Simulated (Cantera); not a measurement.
Adiabatic ignition

An adiabatic, constant-volume homogeneous reactor starts with 2.97 % CH4, 19.2 % O2, 72.2 % N2, 5.65 % H2O, equivalence ratio 0.31, at 1073 K and 5.00 bar.

Computed with Cantera and GRI-Mech 3.0 (53 species, 325 reactions).

```
t (s)     T (K)  P (bar)   x CH4   x O2   x H2O     x HCO   x CH2CO
--------  -----  -------  ------  -----  ------  --------  --------
2.00e-6    1073     5.00  0.0297  0.192  0.0565    <1e-12    <1e-12
9.25e-6    1073     5.00  0.0297  0.192  0.0565    <1e-12    <1e-12
4.28e-5    1073     5.00  0.0297  0.192  0.0565    <1e-12    <1e-12
0.000198   1073     5.00  0.0297  0.192  0.0565    <1e-12    <1e-12
0.000917   1073     5.00  0.0297  0.192  0.0565    <1e-12    <1e-12
0.00424    1073     5.00  0.0297  0.192  0.0565    <1e-12    <1e-12
0.0196     1074     5.01  0.0296  0.192  0.0566  1.98e-11  6.77e-10
0.0908     1898     8.85  <1e-12  0.132   0.116    <1e-12    <1e-12
0.420      1898     8.84  <1e-12  0.132   0.116    <1e-12    <1e-12
1.95       1894     8.83  <1e-12  0.131   0.116    <1e-12    <1e-12
9.00       1887     8.80  <1e-12  0.130   0.116    <1e-12    <1e-12
```
x: mole fraction; the columns are a selection and need not sum to one.

```json
{
  "time_of_steepest_temperature_rise": "37.3 ms",
  "temperature at 9.00 s": "1887 K",
  "equilibrium_temperature": "1886 K",
  "x(CH4) at 9.00 s": "<1e-12 (gas-phase equilibrium <1e-12)",
  "x(O2) at 9.00 s": "0.130 (gas-phase equilibrium 0.130)",
  "x(H2O) at 9.00 s": "0.116 (gas-phase equilibrium 0.116)"
}
```
